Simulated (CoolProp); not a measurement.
The numbers come from the reference Helmholtz-energy equation of state, Marx 1992 in CoolProp.

**Question.** Give the vapour pressure (kPa), enthalpy of vaporisation (kJ/kg), vapour Z of saturated R113 at 123.85 °C.

**Answer.** 
| T (°C) | p (kPa) | enthalpy of vaporisation (kJ/kg) | vapour Z |
|---|---|---|---|
| 123.85 | 737 | 115 | 0.830 |
